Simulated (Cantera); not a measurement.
An isothermal, constant-pressure homogeneous reactor starts with H2 : O2 = 0.019 : 1 (molar parts), equivalence ratio 0.0095, at 1300 K and 1.05 Torr. Integrator tolerance rtol = 1e-08.

Cantera simulation using GRI-Mech 3.0 (53 species, 325 reactions); the numbers are that mechanism's predictions, not measurements. Radical loss at walls, strong at low pressure, is not modelled.

Q: What does this change do: temperature 1300 to 1473 K?

A: 
```tsv
quantity	before	after
x(H2) at 20.0 s	4.51e-5 (gas-phase equilibrium 4.43e-8)	7.02e-5 (gas-phase equilibrium 6.66e-7)
x(O2) at 20.0 s	0.976 (gas-phase equilibrium 0.981)	0.972 (gas-phase equilibrium 0.981)
x(OH) at 20.0 s	0.00110 (gas-phase equilibrium 3.47e-5)	0.00207 (gas-phase equilibrium 0.000203)
x(HO2) at 20.0 s	6.85e-8 (gas-phase equilibrium 9.98e-9)	4.82e-8 (gas-phase equilibrium 4.24e-8)
x(H2O2) at 20.0 s	2.37e-9 (gas-phase equilibrium 3.82e-11)	1.20e-9 (gas-phase equilibrium 1.23e-10)
```
